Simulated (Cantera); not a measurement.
An isothermal, constant-pressure homogeneous reactor starts with NO : N₂ = 1 : 4.1 (molar parts), at 1948 K and 13300 Pa. Integrator tolerance rtol = 1e-08.

Computed with Cantera and GRI-Mech 3.0 (53 species, 325 reactions).

Task: What does this change do: temperature 1948 to 1400 K?

Result: 
```csv
quantity,before,after
x(NO) at 4.00 s,0.141 (gas-phase equilibrium 0.00478),0.196 (gas-phase equilibrium 0.000532)
x(NO₂) at 4.00 s,3.56e-5 (gas-phase equilibrium 2.22e-6),2.98e-5 (gas-phase equilibrium 9.81e-7)
x(O) at 4.00 s,0.000214 (gas-phase equilibrium 0.000378),7.95e-8 (gas-phase equilibrium 8.16e-7)
x(O₂) at 4.00 s,0.0272 (gas-phase equilibrium 0.0954),2.69e-5 (gas-phase equilibrium 0.0978)
x(N₂O) at 4.00 s,8.17e-6 (gas-phase equilibrium 1.05e-7),1.11e-5 (gas-phase equilibrium 1.32e-8)
x(N₂) at 4.00 s,0.831 (gas-phase equilibrium 0.899),0.804 (gas-phase equilibrium 0.902)
```

Task: What does this change do: pressure from 13300 Pa to 101000 Pa?

Result: 
```
quantity                                             before                                      after
----------------  -----------------------------------------  -----------------------------------------
x(NO) at 4.00 s       0.141 (gas-phase equilibrium 0.00478)     0.0459 (gas-phase equilibrium 0.00479)
x(NO₂) at 4.00 s    3.56e-5 (gas-phase equilibrium 2.22e-6)    5.22e-5 (gas-phase equilibrium 6.12e-6)
x(O) at 4.00 s    0.000214 (gas-phase equilibrium 0.000378)  0.000122 (gas-phase equilibrium 0.000137)
x(O₂) at 4.00 s       0.0272 (gas-phase equilibrium 0.0954)      0.0750 (gas-phase equilibrium 0.0956)
x(N₂O) at 4.00 s    8.17e-6 (gas-phase equilibrium 1.05e-7)    1.17e-6 (gas-phase equilibrium 2.91e-7)
x(N₂) at 4.00 s         0.831 (gas-phase equilibrium 0.899)        0.879 (gas-phase equilibrium 0.900)
```
